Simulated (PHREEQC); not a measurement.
A solution holds 1.5 mmol/kgw HCl, 0.061 mmol/kgw ZnSO4 and 0.075 mmol/kgw CuCl2, at 80 °C. Closed to the air; pH follows from the charge balance.

Equilibrium calculation in PHREEQC: ion-association model, phreeqc.dat.

| quantity | before | after |
|---|---|---|
| pH | 2.85 | 3.54 |
| CuCl+ (mol/kgw) | 2.51e-6 | 1.16e-7 |
| CuCl2 (mol/kgw) | 3.28e-9 | 3.22e-11 |
| CuOH+ (mol/kgw) | 4.37e-10 | 4.72e-10 |

Problem. Which change was made?
A. CuCl2 from 7.5e-05 to 0.00015 mol/kgw
B. ZnSO4 left out
C. 0.00065 mol/kgw ZnBr2 added
D. HCl from 0.0015 to 0.003 mol/kgw
E. diluted 5-fold with water

Solution. E, diluted 5-fold with water

Precipitation was switched off in this run. At this temperature some constants are extrapolated from 25 °C, and those without enthalpy data are left unchanged.
